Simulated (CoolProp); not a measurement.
A simple Rankine cycle with n-heptane: condensing at 315.15 K, boiler at 0.138 MPa, turbine inlet 422.4 K, turbine efficiency 0.6, pump efficiency 0.8, no recuperator. Each further row changes one setting.

Model: reference Helmholtz-energy equation of state, Span 2003, in CoolProp. It is a short technical equation, of lower accuracy than the large ones.

```tsv
case	thermal efficiency (%)	net work (kJ/kg)	heat in (kJ/kg)	turbine exit temperature (K)	volume ratio over the turbine
as stated	8.1	45.5	560	398.7	10.1
turbine inlet 442.4 K	7.9	48.0	606	418.8	10.0
condensing temperature 307.15 K	9.0	52.3	579	395.4	14.3
boiler pressure 0.0966 MPa	7.0	39.1	562	402.7	7.02
turbine efficiency 0.5	6.8	37.9	560	402.3	10.2
```
